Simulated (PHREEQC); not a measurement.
A column of 0.2 m (40 cells, dispersivity 0.016 m, 720 s a shift, diffusion coefficient 3e-10 m²/s) holds 0.14 eq of the database's cation exchanger X per kg of pore water, first in equilibrium with 8.3 mmol/kgw CaCl2 and 0.01 mmol/kgw HCl. It is flushed with 0.037 mol CdCl2, 0.049 mol KCl and 1e-05 mol HCl per kg of water, at 15 °C. Values are for the last cell. CO2 from the air is kept out. No solid was allowed to form.

Base run: PHREEQC, ion-association model, phreeqc.dat. Each further column changes one thing. The table gives K in solution (mol/kgw).

| pore volumes | base | exchange capacity from 0.14 to 0.07 eq/kgw | dispersivity from 0.016 to 0.032 m |
|---|---|---|---|
| 0 | 0 | 0 | 0 |
| 0.6125 | 4.01e-7 | 4.74e-5 | 5.39e-5 |
| 1.062 | 0.000650 | 0.00482 | 0.00261 |
| 1.663 | 0.00764 | 0.0218 | 0.0120 |
| 2.263 | 0.0187 | 0.0351 | 0.0219 |
| 2.712 | 0.0263 | 0.0409 | 0.0280 |
| 3.312 | 0.0341 | 0.0452 | 0.0342 |
| 3.913 | 0.0395 | 0.0472 | 0.0385 |
| 4.362 | 0.0423 | 0.0480 | 0.0409 |
| 4.963 | 0.0448 | 0.0486 | 0.0433 |
